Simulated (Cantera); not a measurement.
**Stirred combustor or abatement burner**

A perfectly stirred reactor is fed with 3.92 % CH₄, 0.744 % C₂H₆, 1.41 % C₃H₈, 19.2 % O₂, 72.1 % N₂, 2.62 % H₂, equivalence ratio 0.98, at 4.93 atm; it is adiabatic with a 400 K inlet, and is followed from long to short residence time, starting on the burning branch (τ in s: 0.024, 0.012, 0.0055, 0.0026, 0.0012, 0.00059, 0.00028, 0.00013, 6.4e-05).

Model: GRI-Mech 3.0 (53 species, 325 reactions), integrated in Cantera. GRI-Mech 3.0 was tuned for natural gas; its chemistry of propane as a main component is partial and can be far from experiment.

| τ (s) | T (K) | x CH₄ | x C₂H₆ | x C₃H₈ | x NO | x OH | x CO | x O |
|---|---|---|---|---|---|---|---|---|
| 0.024 | 2329 | 1.82e-6 | 3.00e-8 | 6.89e-8 | 0.00142 | 0.00344 | 0.00760 | 0.000271 |
| 0.012 | 2323 | 3.32e-6 | 5.92e-8 | 1.34e-7 | 0.00106 | 0.00363 | 0.00820 | 0.000307 |
| 0.0055 | 2311 | 6.24e-6 | 1.27e-7 | 2.78e-7 | 0.000754 | 0.00396 | 0.00933 | 0.000375 |
| 0.0026 | 2292 | 1.09e-5 | 2.61e-7 | 5.45e-7 | 0.000551 | 0.00441 | 0.0110 | 0.000486 |
| 0.0012 | 2264 | 1.90e-5 | 5.39e-7 | 1.06e-6 | 0.000406 | 0.00502 | 0.0133 | 0.000669 |
| 0.00059 | 2231 | 3.14e-5 | 1.03e-6 | 1.91e-6 | 0.000309 | 0.00567 | 0.0160 | 0.000918 |
| 0.00028 | 2187 | 5.44e-5 | 2.01e-6 | 3.49e-6 | 0.000231 | 0.00635 | 0.0194 | 0.00127 |
| 0.00013 | 2132 | 0.000100 | 4.01e-6 | 6.54e-6 | 0.000168 | 0.00692 | 0.0235 | 0.00172 |
| 6.4e-5 | 2072 | 0.000189 | 7.82e-6 | 1.21e-5 | 0.000119 | 0.00714 | 0.0281 | 0.00214 |
x: mole fraction; the columns are a selection and need not sum to one.
